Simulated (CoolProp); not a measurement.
Vapour pressure (MPa) of nitrogen: the reference equation beside estimates from Tc = -147.0 °C, pc = 3.396 MPa, ω = 0.037. Clausius-Clapeyron is anchored at -182.05 °C with a constant enthalpy of vaporisation of 5.003 kJ/mol.

Model: reference Helmholtz-energy equation of state, Span 2000, in CoolProp.

```json
[
 {"T (°C)": "-196.45", "reference": "0.09373", "Clausius-Clapeyron": "[?]", "Redlich-Kwong": "0.07954"},
 {"T (°C)": "-194.35", "reference": "0.1197", "Clausius-Clapeyron": "0.1411", "Redlich-Kwong": "0.1045"},
 {"T (°C)": "-192.35", "reference": "0.1493", "Clausius-Clapeyron": "[?]", "Redlich-Kwong": "[?]"},
 {"T (°C)": "-190.25", "reference": "0.1859", "Clausius-Clapeyron": "0.2058", "Redlich-Kwong": "0.1696"},
 {"T (°C)": "-188.25", "reference": "0.2267", "Clausius-Clapeyron": "0.2442", "Redlich-Kwong": "0.2105"},
 {"T (°C)": "-186.15", "reference": "0.2763", "Clausius-Clapeyron": "0.2898", "Redlich-Kwong": "0.2608"},
 {"T (°C)": "-184.15", "reference": "0.3306", "Clausius-Clapeyron": "0.3385", "Redlich-Kwong": "0.3162"},
 {"T (°C)": "-182.05", "reference": "0.3956", "Clausius-Clapeyron": "0.3956", "Redlich-Kwong": "0.3831"},
 {"T (°C)": "-180.05", "reference": "0.4658", "Clausius-Clapeyron": "0.4559", "Redlich-Kwong": "0.4557"},
 {"T (°C)": "-177.95", "reference": "0.5489", "Clausius-Clapeyron": "0.5258", "Redlich-Kwong": "0.5418"},
 {"T (°C)": "-175.95", "reference": "[?]", "Clausius-Clapeyron": "0.5988", "Redlich-Kwong": "[?]"},
 {"T (°C)": "-173.85", "reference": "0.7412", "Clausius-Clapeyron": "[?]", "Redlich-Kwong": "0.7417"},
 {"T (°C)": "-171.85", "reference": "0.8507", "Clausius-Clapeyron": "0.7693", "Redlich-Kwong": "0.8557"},
 {"T (°C)": "-169.75", "reference": "0.9778", "Clausius-Clapeyron": "0.8679", "Redlich-Kwong": "0.9878"}
]
```

### Question
Fill in the missing entries.

### Answer

- -196.45, Clausius-Clapeyron: 0.1145
- -192.35, Clausius-Clapeyron: 0.1704
- -192.35, Redlich-Kwong: 0.1333
- -175.95, reference: 0.6375
- -175.95, Redlich-Kwong: 0.6338
- -173.85, Clausius-Clapeyron: 0.6825

Absolute difference from the reference over all 14 rows, mean and median: Clausius-Clapeyron 8.6 and 7.8 %, Redlich-Kwong 5.2 and 3.8 %.
